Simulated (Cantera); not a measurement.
Thermodynamics of carbothermic reduction, feed CuO + C + H2

A closed system holds: 1 mol CuO, 2.4 mol C, 4.2 mol H2, held at 1800 °C and 220 Pa.

These are equilibrium values from Cantera (NASA tables, ideal gas, pure condensed phases), not measurements of a reactor. Candidate condensed phases: C, C6H6, C7H8, C8H18, Cu, CuO, Cu(OH)2, Cu2O, H2O; 113 gas species. The numbers say what is thermodynamically allowed, not how fast it happens.

```json
{
  "x(H2)": "0.639",
  "x(CO)": "0.158",
  "x(Cu)": "0.158",
  "x(H)": "0.0448",
  "x(C2H2 (acetylene))": "0.000783",
  "x(Cu2)": "3.46e-5",
  "x(C2H)": "1.31e-6",
  "n(C(graphite))": "1.39 mol",
  "gas_amount": "6.342 mol",
  "log10 activity of Cu(l) (absent)": "-1.38"
}
```
